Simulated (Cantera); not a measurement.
Input: 1 mol SiO2, 1.7 mol HCl, 5.9 mol O2, 2.6 mol Cl2, at 650 K and 0.0375 Torr.

Equilibrium computed with Cantera from the NASA thermochemical tables; the gas is ideal and each condensed phase is pure. Candidate condensed phases: H2O, Si, SiO2; 30 gas species. Equilibrium is a limit: real reactors are often held back by kinetics, nucleation or transport.

Base state: O2 0.577, Cl2 0.263, HCl 0.153, H2O 0.00722 (mole fractions); condensed: SiO2(α-quartz).

Problem. What changes in the equilibrium state with this change: pressure from 0.0375 Torr to 10.0 Torr?

Solution. 
```json
[
 {"species": "O2", "before": "0.577", "after": "0.570"},
 {"species": "Cl2", "before": "0.263", "after": "0.298"},
 {"species": "HCl", "before": "0.153", "after": "0.0931"},
 {"species": "H2O", "before": "0.00722", "after": "0.0384"},
 {"species": "SiO2(α-quartz), mol", "before": "1.00", "after": "1.00"}
]
```
